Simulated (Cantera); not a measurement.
Mixture: CH4 : O2 : N2 = 1 : 3.03 : 11.4 (molar parts), at 1300000 Pa, adiabatic and at constant volume. Ignition delay is the time to a rise of 400 K.

Cantera simulation using GRI-Mech 3.0 (53 species, 325 reactions); the numbers are that mechanism's predictions, not measurements. The pressure lies above the range GRI-Mech 3.0 was tuned for (to about 10 atm).

Predict: delay at 1100 K; delay at 1175 K; delay at 1250 K; delay at 1325 K; delay at 1400 K; delay at 1475 K; delay at 1550 K; apparent activation energy between 1400 and 1550 K.


* **delay at 1100 K**: 10.9 ms
* **delay at 1175 K**: 3.92 ms
* **delay at 1250 K**: 1.57 ms
* **delay at 1325 K**: 0.677 ms
* **delay at 1400 K**: 0.311 ms
* **delay at 1475 K**: 0.151 ms
* **delay at 1550 K**: 76.8 µs
* **apparent activation energy between 1400 and 1550 K**: 170 kJ/mol
